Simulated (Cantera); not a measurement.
A perfectly stirred reactor is fed with CH4 : H2O : H2 = 1 : 2.2 : 1.6 (molar parts), at 16000 Pa; it is held at 1550 K, and followed from long to short residence time.

Model: GRI-Mech 3.0 (53 species, 325 reactions), integrated in Cantera.

Q: What does this change do: pressure from 16000 Pa to 2000000 Pa?

A: 
| quantity | before | after |
|---|---|---|
| x(CH4) at τ = 4.30 s | 0.0623 | 0.122 |
| x(H2O) at τ = 4.30 s | 0.357 | 0.340 |
| x(H2) at τ = 4.30 s | 0.508 | 0.479 |
| x(C2H4) at τ = 4.30 s | 0.000739 | 0.00220 |
| x(C2H6) at τ = 4.30 s | 1.42e-5 | 0.000126 |
| x(CH4) at τ = 0.130 s | 0.178 | 0.174 |
| x(H2O) at τ = 0.130 s | 0.447 | 0.440 |
| x(H2) at τ = 0.130 s | 0.363 | 0.369 |
| x(C2H4) at τ = 0.130 s | 0.00103 | 0.00654 |
| x(C2H6) at τ = 0.130 s | 0.000103 | 0.000303 |
The pressure lies above the range GRI-Mech 3.0 was tuned for (to about 10 atm).
